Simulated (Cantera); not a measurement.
A Cantera script and what it prints.

```python
import numpy as np
import cantera as ct

gas_names = [...]  # 87 gases of nasa_gas.yaml made of C, H, Si
cond_names = """
    C(gr) C6H6(L) C7H8(L) C8H18(L),n-octa Si(cr) Si(L) SiC(b)
""".split()


# ... load() reads the species with a 1 bar reference pressure and builds the phases ...
atoms = {
    'CH3SiH3': {'C': 1, 'H': 6, 'Si': 1},
    'H2': {'H': 2},
}
top_T = {'C(gr)': 4500, 'SiC(b)': 3050}  # K; cautious upper limits of use, not melting points


# ... equilibrate(T, P, feed) seeds the gas with the atoms and calls Mixture.equilibrate('TP', solver="vcs", rtol=1e-11, max_steps=5000) ...
results = []
feed = {'CH3SiH3': 1, 'H2': 33}  # mol
P = 22000  # Pa
for T in [950, 1050, 1150, 1250, 1350, 1450, 1550, 1650, 1750, 1850, 1950, 2050, 2150]:
    mix = equilibrate(T, P, feed)
    results.append((T, P, feed, dict(zip(mix.species_names, mix.species_moles))))

top = {s: max(r[3][s] / sum(r[3][g] for g in gas_names) for r in results) for s in gas_names}
cols = sorted((s for s in top if top[s] > 0.0001), key=lambda s: -top[s])[:7]
seen = [c for c in cond_names if any(r[3].get(c, 0) > 1e-12 for r in results)]
print("log10 of partial pressures in bar; condensed amounts in mol")
print(f"{'T/K':>10s}" + "".join(f"{s[:9]:>10s}" for s in cols + seen))
for T, P, feed, n in results:
    ng = sum(n[g] for g in gas_names)
    print(f"{T:10.4g}" + "".join(f"{np.log10(max(n[s] / ng * P / 1e5, 1e-99)):10.3f}" for s in cols)
          + "".join(f"{n.get(c, 0):10.4g}" for c in seen))
```

It prints:

```
log10 of partial pressures in bar; condensed amounts in mol
       T/K        H2         H        Si C2H2,acet    Si(cr)    SiC(b)
       950    -0.658    -9.583   -16.983   -17.439  0.000323    0.9997
      1050    -0.658    -8.420   -14.638   -15.496 0.0002648    0.9997
      1150    -0.658    -7.456   -12.703   -13.893 0.0002225    0.9998
      1250    -0.658    -6.644   -11.081   -12.549 0.0001899    0.9998
      1350    -0.658    -5.952    -9.700   -11.405 0.0001605    0.9998
      1450    -0.658    -5.353    -8.512   -10.420 0.0001189    0.9998
      1550    -0.658    -4.831    -7.479    -9.563  2.03e-05    0.9999
      1650    -0.658    -4.371    -6.815    -8.325         0    0.9998
      1750    -0.658    -3.962    -6.272    -7.142         0    0.9996
      1850    -0.658    -3.598    -5.762    -6.142         0    0.9992
      1950    -0.659    -3.270    -5.228    -5.397         0    0.9979
      2050    -0.660    -2.974    -4.696    -4.830         0    0.9942
      2150    -0.662    -2.706    -4.199    -4.348         0    0.9837
```

Method: chemical equilibrium by Gibbs-energy minimisation in Cantera with the NASA 1993 tables (ideal gas, pure condensed phases). The feed counts by its element totals alone. Mutual solubility and eutectic melting of coexisting phases are not modelled. Gases not in the tables: Si2H6 and higher silanes.
